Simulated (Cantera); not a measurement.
**Reactions in the system H-O-Ti**

Source: NASA polynomial tables (part measured, part estimated), evaluated in Cantera. Values are per mole of reaction as written; species without (g) are pure solids or liquids, kept so even where they would boil at 1 bar.

3 H2O2(g) + 8 TiO(g) → 2 Ti4O7 + 3 H2(g)

```tsv
T (K)	ΔH° (kJ)	ΔS° (J/K)	ΔG° (kJ)	log10 K
2023	-6049.1	-1201.6	-3618.2	93.42
2173	-6003.2	-1179.7	-3439.7	82.68
2323	-5957.8	-1159.5	-3264.3	73.40
2473	-5912.8	-1140.7	-3091.8	65.30
2623	-5868.2	-1123.2	-2922.0	58.19
2773	-5824.0	-1106.8	-2754.7	51.89
```

3 Ti + 10 OH(g) → Ti3O5 + 5 H2O(g)

```csv
T (K),ΔH° (kJ),ΔS° (J/K),ΔG° (kJ),log10 K,condensed phases
2023,-4073.8,-852.2,-2349.8,60.67,"Ti(l), Ti3O5(s)"
2173,-3896.5,-765.8,-2232.4,53.66,"Ti(l), Ti3O5(l)"
2323,-3890.5,-763.1,-2117.8,47.62,"Ti(l), Ti3O5(l)"
2473,-3884.4,-760.6,-2003.5,42.32,"Ti(l), Ti3O5(l)"
2623,-3878.3,-758.2,-1889.6,37.63,"Ti(l), Ti3O5(l)"
2773,-3872.1,-755.9,-1776.0,33.45,"Ti(l), Ti3O5(l)"
```
